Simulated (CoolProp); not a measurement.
CF4 (R14) at 298.15 K and 14.8 MPa flows at 2.4 m/s in a round tube of 50 mm bore and 0.25 µm roughness, fully developed (64/Re and Nu = 3.66 if laminar; Colebrook and Gnielinski if turbulent). Each further row changes one setting.

Computed with CoolProp (reference Helmholtz-energy equation of state, Platzer 1990). This equation is an older, rougher fit; its heat capacities, sound speeds and derivatives of the liquid may be far off and weren't checked against measurements.

```csv
case,Reynolds number,Darcy friction factor,pressure drop (Pa/m),heat-transfer coefficient (W/(m² K)),mass flow (kg/h)
as stated,2010000,0.0105,448,2340,12500
velocity 4.8 m/s,4030000,0.00957,1620,4270,25000
diameter 100 mm,4030000,0.00943,200,2110,50000
```

Viscosity comes from a separate model (Huber 2003), an estimate that may be off by 10 % or more. Thermal conductivity comes from a separate model (Huber 2003), an estimate that may be off by 10 % or more.
